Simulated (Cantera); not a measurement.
Formation from one mole of F₂

Source: NASA polynomial tables (part measured, part estimated), evaluated in Cantera. Values are per mole of reaction as written; species without (g) are pure solids or liquids, kept so even where they would boil at 1 bar. The tables' values for SiF₂ are old estimates.

Cu + F₂(g) → CuF₂(g)

| T (K) | ΔH° (kJ) | ΔS° (J/K) | ΔG° (kJ) | log10 K | condensed phases |
|---|---|---|---|---|---|
| 673 | -269.6 | 25.3 | -286.7 | 22.25 | Cu(s) |
| 873 | -271.1 | 23.4 | -291.5 | 17.44 | Cu(s) |
| 1073 | -272.9 | 21.6 | -296.0 | 14.41 | Cu(s) |
| 1273 | -275.1 | 19.7 | -300.1 | 12.32 | Cu(s) |
| 1473 | -290.9 | 8.1 | -302.8 | 10.74 | Cu(l) |
| 1673 | -293.5 | 6.4 | -304.2 | 9.50 | Cu(l) |
| 1873 | -296.2 | 4.9 | -305.3 | 8.52 | Cu(l) |
| 2073 | -298.7 | 3.6 | -306.2 | 7.72 | Cu(l) |
| 2273 | -301.2 | 2.5 | -306.8 | 7.05 | Cu(l) |
| 2473 | -303.5 | 1.5 | -307.2 | 6.49 | Cu(l) |

Si + F₂(g) → SiF₂(g)

```json
[
 {"T (K)": "673", "ΔH° (kJ)": "-590.4", "ΔS° (J/K)": "29.5", "ΔG° (kJ)": "-610.2", "log10 K": "47.36", "condensed phases": "Si(s)"},
 {"T (K)": "873", "ΔH° (kJ)": "-591.8", "ΔS° (J/K)": "27.7", "ΔG° (kJ)": "-616.0", "log10 K": "36.85", "condensed phases": "Si(s)"},
 {"T (K)": "1073", "ΔH° (kJ)": "-593.3", "ΔS° (J/K)": "26.1", "ΔG° (kJ)": "-621.3", "log10 K": "30.25", "condensed phases": "Si(s)"},
 {"T (K)": "1273", "ΔH° (kJ)": "-595.0", "ΔS° (J/K)": "24.7", "ΔG° (kJ)": "-626.4", "log10 K": "25.70", "condensed phases": "Si(s)"},
 {"T (K)": "1473", "ΔH° (kJ)": "-596.8", "ΔS° (J/K)": "23.3", "ΔG° (kJ)": "-631.2", "log10 K": "22.38", "condensed phases": "Si(s)"},
 {"T (K)": "1673", "ΔH° (kJ)": "-598.8", "ΔS° (J/K)": "22.1", "ΔG° (kJ)": "-635.7", "log10 K": "19.85", "condensed phases": "Si(s)"},
 {"T (K)": "1873", "ΔH° (kJ)": "-650.7", "ΔS° (J/K)": "-8.6", "ΔG° (kJ)": "-634.6", "log10 K": "17.70", "condensed phases": "Si(l)"},
 {"T (K)": "2073", "ΔH° (kJ)": "-652.4", "ΔS° (J/K)": "-9.5", "ΔG° (kJ)": "-632.8", "log10 K": "15.95", "condensed phases": "Si(l)"},
 {"T (K)": "2273", "ΔH° (kJ)": "-654.1", "ΔS° (J/K)": "-10.2", "ΔG° (kJ)": "-630.9", "log10 K": "14.50", "condensed phases": "Si(l)"},
 {"T (K)": "2473", "ΔH° (kJ)": "-655.7", "ΔS° (J/K)": "-10.9", "ΔG° (kJ)": "-628.7", "log10 K": "13.28", "condensed phases": "Si(l)"}
]
```

0.6667 B + F₂(g) → 0.6667 BF₃(g)

```tsv
T (K)	ΔH° (kJ)	ΔS° (J/K)	ΔG° (kJ)	log10 K	condensed phases
673	-758.9	-41.0	-731.3	56.76	B(s)
873	-759.6	-42.0	-723.0	43.26	B(s)
1073	-760.2	-42.6	-714.5	34.78	B(s)
1273	-760.9	-43.2	-705.9	28.96	B(s)
1473	-761.7	-43.7	-697.2	24.72	B(s)
1673	-762.4	-44.2	-688.4	21.49	B(s)
1873	-763.3	-44.7	-679.5	18.95	B(s)
2073	-764.1	-45.1	-670.5	16.90	B(s)
2273	-765.0	-45.6	-661.5	15.20	B(s)
2473	-799.5	-60.2	-650.6	13.74	B(l)
```

0.5 C + F₂(g) → 0.5 CF₄(g)

```json
[
 {"T (K)": "673", "ΔH° (kJ)": "-467.2", "ΔS° (J/K)": "-76.6", "ΔG° (kJ)": "-415.6", "log10 K": "32.26"},
 {"T (K)": "873", "ΔH° (kJ)": "-467.0", "ΔS° (J/K)": "-76.4", "ΔG° (kJ)": "-400.3", "log10 K": "23.95"},
 {"T (K)": "1073", "ΔH° (kJ)": "-466.7", "ΔS° (J/K)": "-76.1", "ΔG° (kJ)": "-385.1", "log10 K": "18.75"},
 {"T (K)": "1273", "ΔH° (kJ)": "-466.4", "ΔS° (J/K)": "-75.9", "ΔG° (kJ)": "-369.9", "log10 K": "15.18"},
 {"T (K)": "1473", "ΔH° (kJ)": "-466.2", "ΔS° (J/K)": "-75.7", "ΔG° (kJ)": "-354.7", "log10 K": "12.58"},
 {"T (K)": "1673", "ΔH° (kJ)": "-465.9", "ΔS° (J/K)": "-75.5", "ΔG° (kJ)": "-339.6", "log10 K": "10.60"},
 {"T (K)": "1873", "ΔH° (kJ)": "-465.6", "ΔS° (J/K)": "-75.3", "ΔG° (kJ)": "-324.5", "log10 K": "9.05"},
 {"T (K)": "2073", "ΔH° (kJ)": "-465.3", "ΔS° (J/K)": "-75.2", "ΔG° (kJ)": "-309.5", "log10 K": "7.80"},
 {"T (K)": "2273", "ΔH° (kJ)": "-465.0", "ΔS° (J/K)": "-75.0", "ΔG° (kJ)": "-294.5", "log10 K": "6.77"},
 {"T (K)": "2473", "ΔH° (kJ)": "-464.7", "ΔS° (J/K)": "-74.9", "ΔG° (kJ)": "-279.5", "log10 K": "5.90"}
]
```
